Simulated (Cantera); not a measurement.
Input: 1 mol MgCO3, 1.2 mol H2S, 3.6 mol CO2, equilibrated at 825 K and 32.0 mbar.

Method: chemical equilibrium by Gibbs-energy minimisation in Cantera with the NASA 1993 tables (ideal gas, pure condensed phases). Candidate condensed phases: C, C6H6, C7H8, C8H18, H2O, H2SO4, Mg, MgCO3, MgO, Mg(OH)2, MgS, MgSO4, S; 130 gas species. Gases not in the tables: S3 to S7. Rates play no part.

Base state: CO2 0.736, H2S 0.152, H2O 0.0461, CO 0.0237, COS 0.0221, S2 0.0145, H2 0.00531, CS2 0.000160 (mole fractions); condensed: MgO(s).

Task: What changes in the equilibrium state with this change: temperature from 825 K to 1423.15 K?

Result: 
| species | before | after |
|---|---|---|
| CO2 | 0.736 | 0.480 |
| CO | 0.0237 | 0.225 |
| H2O | 0.0461 | 0.146 |
| H2S | 0.152 | 0.00752 |
| SO2 | 1.56e-5 | 0.0395 |
| COS | 0.0221 | 0.00183 |
| H2 | 0.00531 | 0.0303 |
| S2 | 0.0145 | 0.0664 |
| SO | 9.58e-9 | 0.00121 |
| S | <1e-9 | 2.29e-5 |
| SH | 1.07e-6 | 0.000527 |
| S2O | 4.49e-6 | 0.000559 |
| CS2 | 0.000160 | 1.66e-6 |
| MgO(s), mol | 1.00 | 1.00 |
